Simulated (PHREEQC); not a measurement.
1 kg of water holding 0.012 mol/kgw MgCl2, 0.14 mol/kgw KCl, 0.18 mol/kgw SrCl2 and 0.0045 mol/kgw CaCl2 is evaporated at 25 °C; the solids stay in contact with the brine. The system is closed to CO2. Only these solids could form: Bischofite, Brucite, Carnallite, Portlandite, Sylvite, MgCl2_4H2O.

The series has 15 steps of water left (kg), from 1 to 0.06418.

The numbers come from PHREEQC with the Pitzer model, pitzer.dat.

Problem. Which solids form, in which order, and at which step of the series does each first stand?

Solution. Sylvite from water left = 0.07809 kg.
